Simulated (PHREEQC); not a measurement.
Make-up at 45 °C: 65 mmol/kgw HNO3, 12 mmol/kgw CaCl2 and 17 mmol/kgw CuCl2. Closed to the air; pH follows from the charge balance.

Equilibrium calculation in PHREEQC: ion-association model, phreeqc.dat.

Each row changes one thing in this solution. This is a speciation only: nothing precipitates in the calculation.

```json
[
 {"case": "as made", "pH": "1.28", "Cl- (mol/kgw)": "0.0560", "CuCl+ (mol/kgw)": "0.00195", "CuCl2 (mol/kgw)": "3.71e-5", "CuCl3- (mol/kgw)": "1.06e-8", "CuOH+ (mol/kgw)": "1.35e-9"},
 {"case": "temperature from 45 to 15 °C", "pH": "1.28", "Cl- (mol/kgw)": "0.0574", "CuCl+ (mol/kgw)": "0.000551", "CuCl2 (mol/kgw)": "8.06e-6", "CuCl3- (mol/kgw)": "1.41e-9", "CuOH+ (mol/kgw)": "1.51e-9"},
 {"case": "CaCl2 replaced by SrCl2 at the same molality", "pH": "1.28", "Cl- (mol/kgw)": "0.0560", "CuCl+ (mol/kgw)": "0.00195", "CuCl2 (mol/kgw)": "3.71e-5", "CuCl3- (mol/kgw)": "1.06e-8", "CuOH+ (mol/kgw)": "1.35e-9"},
 {"case": "HNO3 from 0.065 to 0.325 mol/kgw", "pH": "0.60", "Cl- (mol/kgw)": "0.0565", "CuCl+ (mol/kgw)": "0.00149", "CuCl2 (mol/kgw)": "2.16e-5", "CuCl3- (mol/kgw)": "6.62e-9", "CuOH+ (mol/kgw)": "2.38e-10"},
 {"case": "HNO3 from 0.065 to 0.0975 mol/kgw", "pH": "(withheld)", "Cl- (mol/kgw)": "0.0561", "CuCl+ (mol/kgw)": "0.00185", "CuCl2 (mol/kgw)": "3.36e-5", "CuCl3- (mol/kgw)": "9.68e-9", "CuOH+ (mol/kgw)": "8.79e-10"},
 {"case": "HNO3 from 0.065 to 0.13 mol/kgw", "pH": "0.99", "Cl- (mol/kgw)": "0.0562", "CuCl+ (mol/kgw)": "0.00177", "CuCl2 (mol/kgw)": "3.09e-5", "CuCl3- (mol/kgw)": "8.97e-9", "CuOH+ (mol/kgw)": "6.46e-10"},
 {"case": "HNO3 from 0.065 to 0.0325 mol/kgw", "pH": "(withheld)", "Cl- (mol/kgw)": "0.0558", "CuCl+ (mol/kgw)": "0.00208", "CuCl2 (mol/kgw)": "4.18e-5", "CuCl3- (mol/kgw)": "1.18e-8", "CuOH+ (mol/kgw)": "2.78e-9"},
 {"case": "CaCl2 left out", "pH": "1.28", "Cl- (mol/kgw)": "0.0327", "CuCl+ (mol/kgw)": "0.00129", "CuCl2 (mol/kgw)": "1.52e-5", "CuCl3- (mol/kgw)": "2.52e-9", "CuOH+ (mol/kgw)": "1.47e-9"},
 {"case": "HNO3 from 0.065 to 0.0065 mol/kgw", "pH": "2.27", "Cl- (mol/kgw)": "0.0557", "CuCl+ (mol/kgw)": "(withheld)", "CuCl2 (mol/kgw)": "4.70e-5", "CuCl3- (mol/kgw)": "1.32e-8", "CuOH+ (mol/kgw)": "1.43e-8"}
]
```

**Question.** Some entries are withheld; supply them.

**Answer.** 
- HNO3 from 0.065 to 0.0975 mol/kgw, pH: 1.11
- HNO3 from 0.065 to 0.0325 mol/kgw, pH: 1.58
- HNO3 from 0.065 to 0.0065 mol/kgw, CuCl+ (mol/kgw): 0.00221

Species that the database lacks are ignored. Away from 25 °C the constants follow the database's enthalpies or fits; those with neither stay at their 25 °C values.
